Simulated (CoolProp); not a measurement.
n-dodecane at several states: Z from the reference equation and from simpler models built on Tc = 385.0 °C, pc = 1.818 MPa, ω = 0.574; each cubic takes its own stable root.

The numbers come from the reference Helmholtz-energy equation of state, Lemmon 2004 in CoolProp. It is a short technical equation, of lower accuracy than the large ones.

```
T (°C)  p (MPa)   phase  reference  van der Waals  Redlich-Kwong  Soave-Redlich-Kwong  Peng-Robinson
------  -------  ------  ---------  -------------  -------------  -------------------  -------------
49.75     0.417  liquid    0.03636     (withheld)        0.04769              0.04539        0.04046
56.55      1.67  liquid     0.1434         0.2764         0.1874           (withheld)     (withheld)
323.95   0.0129     gas     0.9958         0.9973         0.9968               0.9965         0.9962
222.25   0.0155     gas     0.9900         0.9950         0.9935               0.9920         0.9916
-2.35     0.609  liquid    0.06011         0.1183        0.07952           (withheld)        0.06845
-3.25      2.21  liquid     0.2184     (withheld)         0.2884           (withheld)         0.2488
```

**Question.** Some entries are withheld; supply them.

**Answer.** 
- 49.75, van der Waals: 0.07074
- 56.55, Soave-Redlich-Kwong: 0.1785
- 56.55, Peng-Robinson: 0.1591
- -2.35, Soave-Redlich-Kwong: 0.07664
- -3.25, van der Waals: 0.4270
- -3.25, Soave-Redlich-Kwong: 0.2785
